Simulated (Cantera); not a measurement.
A Cantera script and its output.

```python
import numpy as np
import cantera as ct

gas = ct.Solution("gri30.yaml")
gas.TPX = 1073, 1400, {'N2O': 1}
reactor = ct.IdealGasConstPressureReactor(gas, energy="off", clone=False)
net = ct.ReactorNet([reactor])
net.rtol, net.atol = 1e-08, 1e-18
show = ['N2O', 'O2', 'NO', 'NO2', 'N2', 'O']
times = np.geomspace(2e-05, 200, 10)

steps = ct.SolutionArray(gas, extra=["t"])
rows = []
print(f"{'t/s':>10s}{'T/K':>9s}{'P/Pa':>11s}" + "".join(f"{s:>11s}" for s in show))
for t in times:
    while net.time < t:
        t_next = net.step()
        steps.append(gas.state, t=t_next)
    rows.append([np.interp(t, steps.t, y) for y in (steps.T, steps.P, *steps(*show).X.T)])
    print(f"{t:10.3e}{rows[-1][0]:9.1f}{rows[-1][1]:11.4g}" + "".join(f"{x:11.3e}" for x in rows[-1][2:]))
rate = np.gradient(steps.T, steps.t)
print("integrator steps:", len(steps.t))
if steps.T.max() > steps.T[0] + 200:
    print(f"time of steepest temperature rise: {steps.t[rate.argmax()]:.4e} s")
gas.TPX = 1073, 1400, {'N2O': 1}
gas.equilibrate("TP")
print(f"equilibrium (TP): T = {gas.T:.1f} K  " + "  ".join(f"{s} {gas[s].X[0]:.3e}" for s in show))
```

Output:

```
       t/s      T/K       P/Pa        N2O         O2         NO        NO2         N2          O
 2.000e-05   1073.0       1400  1.000e+00  7.960e-11  1.011e-11  4.123e-23  5.890e-09  5.725e-09
 1.199e-04   1073.0       1400  1.000e+00  2.729e-09  3.467e-10  4.831e-20  3.756e-08  3.193e-08
 7.188e-04   1073.0       1400  1.000e+00  7.507e-08  9.537e-09  3.614e-17  2.839e-07  1.290e-07
 4.309e-03   1073.0       1400  1.000e+00  9.913e-07  1.259e-07  6.293e-15  2.243e-06  1.975e-07
 2.583e-02   1073.0       1400  1.000e+00  6.870e-06  8.727e-07  3.019e-13  1.437e-05  1.979e-07
 1.549e-01   1073.0       1400  9.999e-01  4.211e-05  5.349e-06  1.135e-11  8.709e-05  1.979e-07
 9.283e-01   1073.0       1400  9.992e-01  2.533e-04  3.217e-05  3.944e-10  5.228e-04  1.979e-07
 5.565e+00   1073.0       1400  9.952e-01  1.515e-03  1.925e-04  1.167e-08  3.127e-03  1.978e-07
 3.336e+01   1073.0       1400  9.715e-01  8.939e-03  1.135e-03  1.834e-07  1.845e-02  1.978e-07
 2.000e+02   1073.0       1400  8.440e-01  4.888e-02  6.206e-03  1.346e-06  1.009e-01  1.976e-07
integrator steps: 797
equilibrium (TP): T = 1073.0 K  N2O 6.438e-10  O2 3.333e-01  NO 7.702e-05  NO2 3.834e-07  N2 6.666e-01  O 6.111e-09
```

Detailed kinetics in Cantera: GRI-Mech 3.0 (53 species, 325 reactions). GRI-Mech 3.0 was tuned for natural gas; its chemistry of N2O as a main component is partial and can be far from experiment. Radical loss at walls, strong at low pressure, is not modelled. The mechanism lacks the step 2 NO + O2 → 2 NO2, which can matter for NO2 below about 1400 K. The temperature is held fixed by assumption; the heat of reaction is taken as removed at once.
